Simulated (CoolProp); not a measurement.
Vapour pressure (MPa) of m-xylene: the reference equation beside estimates from Tc = 343.7 °C, pc = 3.535 MPa, ω = 0.326.

The numbers come from the reference Helmholtz-energy equation of state, Zhou 2012 in CoolProp.

| T (°C) | reference | Lee-Kesler | Redlich-Kwong |
|---|---|---|---|
| 178.95 | 0.2652 | 0.2668 | 0.4500 |
| 200.05 | 0.4097 | 0.4135 | 0.6397 |
| 221.15 | 0.6076 | 0.6138 | 0.8792 |
| 242.35 | 0.8721 | 0.8801 | 1.176 |
| 263.45 | 1.214 | 1.222 | 1.532 |
| 284.55 | 1.648 | 1.656 | 1.955 |
| 305.65 | 2.193 | 2.199 | 2.449 |
| 326.75 | 2.870 | 2.874 | 3.018 |

Absolute difference from the reference over all 8 rows, mean and median: Lee-Kesler 0.6 and 0.6 %, Redlich-Kwong 33.4 and 30.5 %.
